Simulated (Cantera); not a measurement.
What does this Cantera script print?

```python
import numpy as np
import cantera as ct

gas_names = [...]  # 136 gases of nasa_gas.yaml made of C, H, N, O
cond_names = """
    C(gr) C6H6(L) C7H8(L) C8H18(L),n-octa H2O(s) H2O(L)
""".split()


# ... load() reads the species with a 1 bar reference pressure and builds the phases ...
atoms = {
    'acetone': {'C': 3, 'H': 6, 'O': 1},
    'NH3': {'N': 1, 'H': 3},
    'H2': {'H': 2},
}
top_T = {'C(gr)': 4500}  # K; cautious upper limits of use, not melting points


# ... equilibrate(T, P, feed) seeds the gas with the atoms and calls Mixture.equilibrate('TP', solver="vcs", rtol=1e-11, max_steps=5000) ...
results = []
feed = {'acetone': 1, 'NH3': 0.73, 'H2': 46}  # mol
P = 40000  # Pa
for T in [850, 1000, 1150, 1300, 1450, 1600, 1750, 1900, 2050, 2200, 2350, 2500, 2650]:
    mix = equilibrate(T, P, feed)
    results.append((T, P, feed, dict(zip(mix.species_names, mix.species_moles))))

top = {s: max(r[3][s] / sum(r[3][g] for g in gas_names) for r in results) for s in gas_names}
cols = sorted((s for s in top if top[s] > 1e-06), key=lambda s: -top[s])[:5]
seen = [c for c in cond_names if any(r[3].get(c, 0) > 1e-12 for r in results)]
print("log10 of partial pressures in bar; condensed amounts in mol")
print(f"{'T/K':>10s}" + "".join(f"{s[:9]:>10s}" for s in cols + seen))
for T, P, feed, n in results:
    ng = sum(n[g] for g in gas_names)
    print(f"{T:10.4g}" + "".join(f"{np.log10(max(n[s] / ng * P / 1e5, 1e-99)):10.3f}" for s in cols)
          + "".join(f"{n.get(c, 0):10.4g}" for c in seen))
```

Result:

```
log10 of partial pressures in bar; condensed amounts in mol
       T/K        H2         H       CH4        CO       H2O     C(gr)
       850    -0.439   -10.908    -1.615    -3.071    -2.129         0
      1000    -0.425    -8.857    -1.871    -2.157    -2.985    0.4598
      1150    -0.414    -7.334    -2.458    -2.114    -3.856     1.574
      1300    -0.411    -6.162    -2.926    -2.110    -4.561     1.851
      1450    -0.410    -5.229    -3.302    -2.109    -5.122     1.933
      1600    -0.410    -4.470    -3.607    -2.109    -5.578     1.957
      1750    -0.410    -3.838    -3.860    -2.109    -5.954      1.95
      1900    -0.411    -3.306    -4.071    -2.110    -6.269     1.908
      2050    -0.412    -2.850    -4.252    -2.110    -6.537     1.809
      2200    -0.415    -2.457    -4.411    -2.111    -6.770     1.613
      2350    -0.421    -2.115    -4.554    -2.114    -6.977     1.258
      2500    -0.433    -1.816    -4.689    -2.118    -7.165    0.6675
      2650    -0.451    -1.554    -4.852    -2.125    -7.312         0
```

These are equilibrium values from Cantera (NASA tables, ideal gas, pure condensed phases), not measurements of a reactor. The feed counts by its element totals alone.
